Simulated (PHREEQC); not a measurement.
Make-up at 25 °C: 100 mmol/kgw MgCl2, 4.1 mmol/kgw NaHCO3 and 0.038 mmol/kgw MgSO4. Closed to the air; pH follows from the charge balance.

Computed with PHREEQC (ion-association model, wateq4f.dat).

Precipitation was switched off in this run.

Question: Order these C species by the share of C that they hold, largest first: HCO3-, MgHCO3+, CO3-2, CO2, MgCO3.

Answer: HCO3- (68 %), MgHCO3+ (26 %), CO2 (2.8 %), MgCO3 (2.4 %), CO3-2 (0.31 %)

Question: Order these S species by the share of S that they hold, largest first: SO4-2, NaSO4-, MgSO4.

Answer: MgSO4 (63 %), SO4-2 (37 %), NaSO4- (0.19 %)

The pH is 7.57 and the ionic strength 0.302 mol/kgw. Saturation is exceeded, for instance for Magnesite (slow to form); the values hold only as long as no solid forms.
